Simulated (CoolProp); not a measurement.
A single-stage vapour-compression cycle with isobutene: evaporating at 287.15 K (dew point), condensing at 355.15 K (bubble point), superheat 8 K, subcooling 5 K, compressor efficiency 0.7, no pressure losses. Each further row changes one setting.

The numbers come from the reference Helmholtz-energy equation of state, Lemmon 2005 in CoolProp. It is a short technical equation, of lower accuracy than the large ones.

```csv
case,cooling COP,pressure ratio,discharge temperature (K),refrigerating effect (kJ/kg),volumetric capacity (kJ/m³)
as stated,2.12,5.93,371.8,226,1190
evaporating temperature 292.15 K,2.40,5.04,370.5,232,1420
condensing temperature 350.15 K,2.39,5.33,366.9,239,1260
subcooling 10 K,2.25,5.93,371.8,239,1260
superheat 18 K,2.18,5.93,381.8,243,1220
compressor efficiency 0.6,1.82,5.93,379.9,226,1190
```
